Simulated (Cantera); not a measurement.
## BN + H2 (nitride etching)

Feed: 1 mol BN, 23 mol H2, equilibrated at 1302 °C and 1.33 mbar.

These are equilibrium values from Cantera (NASA tables, ideal gas, pure condensed phases), not measurements of a reactor. Candidate condensed phases: B, BN; 15 gas species. Mutual solubility and eutectic melting of coexisting phases are not modelled. The tables' values for BH2 are old estimates; treat these amounts as uncertain. The numbers say what is thermodynamically allowed, not how fast it happens.

| Item | Value |
|---|---|
| x(H2) | 0.999 |
| x(H) | 0.00114 |
| x(N2) | 2.75e-5 |
| x(BH2) | 2.07e-5 |
| n(B(s)) | 0.000782 mol |
| n(BN(s)) | 0.999 mol |
| gas amount | 23.01 mol |
